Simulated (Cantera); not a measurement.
Charge: 1 mol CaF2, 0.1 mol H2O, 57 mol H2, at 1973.15 K and 2.40 mbar.

Equilibrium computed with Cantera from the NASA thermochemical tables; the gas is ideal and each condensed phase is pure. Candidate condensed phases: Ca, CaF2, CaO, Ca(OH)2, H2O; 29 gas species. The numbers say what is thermodynamically allowed, not how fast it happens.

Base state: H2 0.938, H 0.0267, HF 0.0163, CaF2 0.00645, Ca 0.00592, CaF 0.00446, H2O 0.00166, CaOH 1.98e-5 (mole fractions); condensed: gas only.

**Question.** What changes in the equilibrium state with this change: temperature from 1973.15 K to 1348 K?

**Answer.** 
| species | before | after |
|---|---|---|
| H2 | 0.938 | 0.997 |
| HF | 0.0163 | 0.00229 |
| H2O | 0.00166 | 0.000605 |
| H | 0.0267 | 4.72e-5 |
| CaF2 | 0.00645 | 2.33e-5 |
| Ca | 0.00592 | 1.08e-8 |
| CaF | 0.00446 | 1.59e-7 |
| CaOH | 1.98e-5 | <1e-9 |
| CaF2(s), mol | 0 | 0.933 |
| CaO(s), mol | 0 | 0.0654 |
Mutual solubility and eutectic melting of coexisting phases are not modelled.
